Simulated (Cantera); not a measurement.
Thermodynamics of silicon oxide and oxynitride deposition, feed SiH2Cl2 + O2 + N2

Input: 1 mol SiH2Cl2, a varied amount of O2, 12 mol N2, equilibrated at 477 °C and 1.33 mbar.

Method: chemical equilibrium by Gibbs-energy minimisation in Cantera with the NASA 1993 tables (ideal gas, pure condensed phases). Candidate condensed phases: H2O, NH4Cl, Si, SiO2, Si2N2O, Si3N4; 47 gas species. N2 is the only nitrogen source here; it is nearly inert below about 1500 K, so the nitride shown seldom forms there in practice. Equilibrium is a limit: real reactors are often held back by kinetics, nucleation or transport.

From 0.094 mol O2 to 0.15 mol O2 the condensed part is Si2N2O(s) + Si3N4(s). At 0.24 mol O2 the condensed part is Si2N2O(s). From 0.39 mol O2 to 0.63 mol O2 the condensed part is SiO2(α-quartz) + Si2N2O(s). From 1 mol O2 to 28 mol O2 the condensed part is SiO2(α-quartz).

```tsv
n(O2) (mol)	log p N2	log p O2	log p HCl	log p H2	log p H2O	log p Cl2	log p SiCl4	log p Cl	n Si2N2O(s)	n Si3N4(s)	n SiO2(α-quartz)
0.094	-2.94	<-14	-3.90	-4.42	<-14	<-14	-4.73	-14.16	0.188	0.145	0
0.15	-2.94	<-14	-3.91	-4.43	<-14	<-14	-4.73	-14.16	0.300	0.0706	0
0.24	-2.94	<-14	-3.74	-5.10	-14.33	<-14	-5.40	-13.66	0.480	0	0
0.39	-2.94	<-14	-3.72	-5.68	-11.24	<-14	-5.98	-13.34	0.400	0	0.190
0.63	-2.94	<-14	-3.72	-5.69	-11.25	<-14	-5.99	-13.35	0.240	0	0.510
1	-2.94	<-14	-3.72	-10.57	-9.39	-10.68	-9.69	-10.91	0	0	1.000
1.6	-2.96	-4.35	-3.85	<-14	-4.66	-4.66	<-14	-7.90	0	0	1.00
2.6	-2.99	-3.90	-3.91	<-14	-4.61	-4.61	<-14	-7.87	0	0	1.00
4.1	-3.02	-3.64	-3.97	<-14	-4.60	-4.60	<-14	-7.87	0	0	1.00
6.7	-3.09	-3.42	-4.05	<-14	-4.63	-4.63	<-14	-7.88	0	0	1.00
11	-3.17	-3.26	-4.15	<-14	-4.69	-4.69	<-14	-7.91	0	0	1.00
17	-3.27	-3.15	-4.26	<-14	-4.77	-4.77	<-14	-7.95	0	0	1.00
28	-3.41	-3.06	-4.40	<-14	-4.89	-4.89	<-14	-8.01	0	0	1.00
```
log p: log10 of the partial pressure in bar; n: condensed amount in mol.
